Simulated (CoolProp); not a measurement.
Vapour-liquid equilibrium of R22 (1) + n-hexane (2) at 22.1 kPa; x and y are mole fractions of (1).

Values from CoolProp's multi-fluid Helmholtz-energy mixture model, Kamei 1995 and Thol 2019; pair parameters Bell 2016.

| x | bubble temperature, mixture model (K) | bubble temperature, Raoult's law (K) | y, mixture model | y, Raoult's law |
|---|---|---|---|---|
| 0.05 | 251.2 | 264.4 | 0.928 | 0.840 |
| 0.125 | 229.9 | 244.0 | 0.986 | 0.960 |
| 0.2 | 221.1 | 233.8 | 0.994 | 0.983 |
| 0.275 | 216.2 | 227.3 | 0.996 | 0.991 |
| 0.35 | 213.3 | 222.6 | 0.997 | 0.994 |
| 0.425 | 211.4 | 219.0 | 0.998 | 0.996 |
| 0.5 | 210.1 | 216.0 | 0.998 | 0.998 |
| 0.575 | 209.2 | 213.6 | 0.998 | 0.998 |
| 0.65 | 208.4 | 211.4 | 0.999 | 0.999 |
| 0.725 | 207.7 | 209.6 | 0.999 | 0.999 |
| 0.8 | 207.0 | 208.0 | 0.999 | 1.000 |
| 0.875 | 206.1 | 206.5 | 0.999 | 1.000 |
| 0.95 | 205.1 | 205.2 | 1.000 | 1.000 |

The largest gap from Raoult's law is -14.1 K in bubble temperature, at x = 0.125. No azeotrope shows between x = 0.05 and 0.95.

The pair parameters rest on a limited set of measurements; away from them the model extrapolates. With so large a gap from Raoult's law the liquid may split in two, which this calculation doesn't test in full.
